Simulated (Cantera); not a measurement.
A closed system holds: 1 mol CuO, 0.76 mol CO, 1.1 mol CH₄, equilibrated at 0.130 bar.

Method: chemical equilibrium by Gibbs-energy minimisation in Cantera with the NASA 1993 tables (ideal gas, pure condensed phases). Candidate condensed phases: C, C₆H₆, C₇H₈, C₈H₁₈, Cu, CuO, Cu(OH)₂, Cu₂O, H₂O; 113 gas species. Rates play no part.

Question: Which condensed phases are stable at each of these points (T (K)): 800, 950, 1100, 1250, 1400, 1550, 1700, 1850, 2000, 2150, 2300?

Answer: 
| T (K) | condensed phases | Cu condensed (%) |
|---|---|---|
| 800 | C(graphite) + Cu(s) | 100.0 |
| 950 | C(graphite) + Cu(s) | 100.0 |
| 1100 | C(graphite) + Cu(s) | 100.0 |
| 1250 | C(graphite) + Cu(s) | 100.0 |
| 1400 | C(graphite) + Cu(l) | 100.0 |
| 1550 | C(graphite) + Cu(l) | 99.9 |
| 1700 | C(graphite) + Cu(l) | 99.5 |
| 1850 | C(graphite) + Cu(l) | 97.1 |
| 2000 | C(graphite) + Cu(l) | 86.3 |
| 2150 | C(graphite) + Cu(l) | 44.6 |
| 2300 | C(graphite) | 0.0 |

From 800 K to 1250 K the condensed part is C(graphite) + Cu(s). From 1400 K to 2150 K the condensed part is C(graphite) + Cu(l). At 2300 K the condensed part is C(graphite).
